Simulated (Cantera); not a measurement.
Input (Python, Cantera):

```python
import numpy as np
import cantera as ct

gas = ct.Solution("SiF4_NH3_mec.yaml", "gas")
gas.TPX = 2150, 101325, {'NH3': 1, 'H2': 0.61}
reactor = ct.IdealGasConstPressureReactor(gas, energy="off", clone=False)
net = ct.ReactorNet([reactor])
net.rtol, net.atol = 1e-08, 1e-18
show = ['NH3', 'H2', 'H', 'N', 'NH2', 'N2H4']
times = np.geomspace(0.0002, 50, 10)

steps = ct.SolutionArray(gas, extra=["t"])
rows = []
print(f"{'t/s':>10s}{'T/K':>9s}{'P/Pa':>11s}" + "".join(f"{s:>11s}" for s in show))
for t in times:
    while net.time < t:
        t_next = net.step()
        steps.append(gas.state, t=t_next)
    rows.append([np.interp(t, steps.t, y) for y in (steps.T, steps.P, *steps(*show).X.T)])
    print(f"{t:10.3e}{rows[-1][0]:9.1f}{rows[-1][1]:11.4g}" + "".join(f"{x:11.3e}" for x in rows[-1][2:]))
rate = np.gradient(steps.T, steps.t)
print("integrator steps:", len(steps.t))
if steps.T.max() > steps.T[0] + 200:
    print(f"time of steepest temperature rise: {steps.t[rate.argmax()]:.4e} s")
gas.TPX = 2150, 101325, {'NH3': 1, 'H2': 0.61}
gas.equilibrate("TP")
print(f"equilibrium (TP): T = {gas.T:.1f} K  " + "  ".join(f"{s} {gas[s].X[0]:.3e}" for s in show))
```

Output:

```
       t/s      T/K       P/Pa        NH3         H2          H          N        NH2       N2H4
 2.000e-04   2150.0  1.013e+05  6.032e-01  3.899e-01  3.719e-04  1.946e-06  1.743e-03  4.605e-07
 7.958e-04   2150.0  1.013e+05  5.516e-01  4.256e-01  4.163e-04  2.015e-06  1.636e-03  4.056e-07
 3.166e-03   2150.0  1.013e+05  3.967e-01  5.328e-01  5.753e-04  2.189e-06  1.302e-03  2.568e-07
 1.260e-02   2150.0  1.013e+05  1.351e-01  7.136e-01  1.083e-03  2.388e-06  6.249e-04  5.913e-08
 5.013e-02   2150.0  1.013e+05  5.675e-03  8.017e-01  3.056e-03  1.720e-06  6.598e-05  6.576e-10
 1.995e-01   2150.0  1.013e+05  2.949e-04  8.048e-01  3.778e-03  1.685e-07  4.225e-06  2.694e-12
 7.937e-01   2150.0  1.013e+05  5.874e-05  8.050e-01  3.784e-03  3.372e-08  8.427e-07  1.072e-13
 3.158e+00   2150.0  1.013e+05  1.459e-05  8.050e-01  3.784e-03  8.380e-09  2.094e-07  6.620e-15
 1.257e+01   2150.0  1.013e+05  5.666e-06  8.050e-01  3.784e-03  3.253e-09  8.128e-08  1.001e-15
 5.000e+01   2150.0  1.013e+05  5.096e-06  8.050e-01  3.784e-03  2.926e-09  7.310e-08  8.105e-16
integrator steps: 1529
equilibrium (TP): T = 2150.0 K  NH3 5.096e-06  H2 8.050e-01  H 3.784e-03  N 2.926e-09  NH2 7.310e-08  N2H4 8.105e-16
```

Model: the gas-phase N/H chemistry of the illustrative SiF4/NH3 mechanism in the Surface Chemkin manual (1991), integrated in Cantera. Walls and surfaces, which speed up NH3 decomposition in real reactors, are not modelled.
